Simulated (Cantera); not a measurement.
Cantera with NASA thermochemical tables; ideal gases at 1 bar, condensed phases pure. Values are per mole of reaction as written; species without (g) are pure solids or liquids, kept so even where they would boil at 1 bar.

N2O(g) + Si ⇌ 2 N(g) + SiO(g), with ΔH° = 763.4 kJ and ΔS° = 279.4 J/K at 300 K.

Q: How far is the shortcut ΔG° ≈ ΔH°(300 K) − T·ΔS°(300 K) from the full temperature-dependent value at 2048, 2248, 2448, 2648, 2848 K?

A: 
```json
[
 {"T (K)": "2048", "shortcut (kJ)": "191.1", "full (kJ)": "197.4", "difference (kJ)": "-6.3", "difference in log10 K": "0.16", "condensed phases": "Si(l)"},
 {"T (K)": "2248", "shortcut (kJ)": "135.2", "full (kJ)": "147.8", "difference (kJ)": "-12.6", "difference in log10 K": "0.29", "condensed phases": "Si(l)"},
 {"T (K)": "2448", "shortcut (kJ)": "79.3", "full (kJ)": "98.4", "difference (kJ)": "-19.1", "difference in log10 K": "0.41", "condensed phases": "Si(l)"},
 {"T (K)": "2648", "shortcut (kJ)": "23.4", "full (kJ)": "49.2", "difference (kJ)": "-25.8", "difference in log10 K": "0.51", "condensed phases": "Si(l)"},
 {"T (K)": "2848", "shortcut (kJ)": "-32.5", "full (kJ)": "0.1", "difference (kJ)": "-32.6", "difference in log10 K": "0.60", "condensed phases": "Si(l)"}
]
```
The shortcut ignores heat capacities and the phase changes listed.
